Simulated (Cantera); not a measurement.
Input: 1 mol BF₃, 2.7 mol H₂O, 0.2 mol N₂, equilibrated at 900 K and 28000 Pa.

Equilibrium computed with Cantera from the NASA thermochemical tables; the gas is ideal and each condensed phase is pure. Candidate condensed phases: B, BN, B₂O₃, B₃O₃H₃, H₂O; 62 gas species. Kinetics and transport are ignored.

Base state: H₂O 0.575, BF₃ 0.178, HF 0.173, N₂ 0.0501, B₃O₃F₃ 0.0144, (HBO₂)₃ 0.00963 (mole fractions); condensed: gas only.

What changes in the equilibrium state with this change: H₂O from 2.7 to 0.24 mol?


```tsv
species	before	after
BF₃	0.178	0.617
N₂	0.0501	0.136
HF	0.173	0.126
H₂O	0.575	0.0998
B₃O₃F₃	0.0144	0.0207
(HBO₂)₃	0.00963	0.000188
```
